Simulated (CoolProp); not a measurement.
Properties of isohexane at several states.

The numbers come from the reference Helmholtz-energy equation of state, Lemmon 2006 in CoolProp. It is a short technical equation, of lower accuracy than the large ones.

```
T (°C)  p (MPa)   phase         Z  cp (kJ/(kg K))  speed of sound (m/s)  isothermal compressibility (1/MPa)  expansivity (1/kK)  fugacity coefficient
------  -------  ------  --------  --------------  --------------------  ----------------------------------  ------------------  --------------------
-20.55     7.53  liquid    0.4445           2.021                  1301                            0.001106               1.194             0.0005874
85.85     0.434  liquid   0.02126           2.549                 783.6                            0.003551               1.815                0.4619
32.25      3.28  liquid    0.1724           2.261                  1041                            0.001835               1.392               0.01334
-58.75   0.0465  liquid  0.003113           1.886                  1444                           0.0008884               1.193              0.003561
```
